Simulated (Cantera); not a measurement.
What does this Cantera script print?

```python
import numpy as np
import cantera as ct

gas = ct.Solution("gri30.yaml")
gas.TPX = 1875, 190000, {'NO': 1, 'N2': 54}
reactor = ct.IdealGasConstPressureReactor(gas, energy="off", clone=False)
net = ct.ReactorNet([reactor])
net.rtol, net.atol = 1e-08, 1e-18
show = ['NO', 'O2', 'N2', 'O', 'NO2']
times = np.geomspace(0.0004, 70, 14)

steps = ct.SolutionArray(gas, extra=["t"])
rows = []
print(f"{'t/s':>10s}{'T/K':>9s}{'P/Pa':>11s}" + "".join(f"{s:>11s}" for s in show))
for t in times:
    while net.time < t:
        t_next = net.step()
        steps.append(gas.state, t=t_next)
    rows.append([np.interp(t, steps.t, y) for y in (steps.T, steps.P, *steps(*show).X.T)])
    print(f"{t:10.3e}{rows[-1][0]:9.1f}{rows[-1][1]:11.4g}" + "".join(f"{x:11.3e}" for x in rows[-1][2:]))
rate = np.gradient(steps.T, steps.t)
print("integrator steps:", len(steps.t))
if steps.T.max() > steps.T[0] + 200:
    print(f"time of steepest temperature rise: {steps.t[rate.argmax()]:.4e} s")
gas.TPX = 1875, 190000, {'NO': 1, 'N2': 54}
gas.equilibrate("TP")
print(f"equilibrium (TP): T = {gas.T:.1f} K  " + "  ".join(f"{s} {gas[s].X[0]:.3e}" for s in show))
```

Result:

```
       t/s      T/K       P/Pa         NO         O2         N2          O        NO2
 4.000e-04   1875.0    1.9e+05  1.818e-02  5.412e-10  9.818e-01  9.452e-08  4.783e-08
 1.012e-03   1875.0    1.9e+05  1.818e-02  4.192e-09  9.818e-01  2.687e-07  1.608e-07
 2.563e-03   1875.0    1.9e+05  1.818e-02  3.989e-08  9.818e-01  7.513e-07  4.827e-07
 6.486e-03   1875.0    1.9e+05  1.818e-02  4.097e-07  9.818e-01  1.772e-06  1.166e-06
 1.642e-02   1875.0    1.9e+05  1.817e-02  2.996e-06  9.818e-01  2.745e-06  1.815e-06
 4.155e-02   1875.0    1.9e+05  1.815e-02  1.177e-05  9.818e-01  2.922e-06  1.931e-06
 1.052e-01   1875.0    1.9e+05  1.811e-02  3.438e-05  9.819e-01  3.036e-06  2.003e-06
 2.662e-01   1875.0    1.9e+05  1.799e-02  9.200e-05  9.819e-01  3.310e-06  2.172e-06
 6.738e-01   1875.0    1.9e+05  1.769e-02  2.399e-04  9.821e-01  3.924e-06  2.538e-06
 1.706e+00   1875.0    1.9e+05  1.693e-02  6.206e-04  9.824e-01  5.180e-06  3.214e-06
 4.317e+00   1875.0    1.9e+05  1.502e-02  1.573e-03  9.834e-01  7.442e-06  4.108e-06
 1.093e+01   1875.0    1.9e+05  1.088e-02  3.640e-03  9.855e-01  1.083e-05  4.340e-06
 2.766e+01   1875.0    1.9e+05  4.944e-03  6.609e-03  9.884e-01  1.435e-05  2.618e-06
 7.000e+01   1875.0    1.9e+05  1.521e-03  8.321e-03  9.901e-01  1.602e-05  8.996e-07
integrator steps: 933
equilibrium (TP): T = 1875.0 K  NO 1.201e-03  O2 8.482e-03  N2 9.903e-01  O 1.617e-05  NO2 7.167e-07
```

Model: GRI-Mech 3.0 (53 species, 325 reactions), integrated in Cantera.
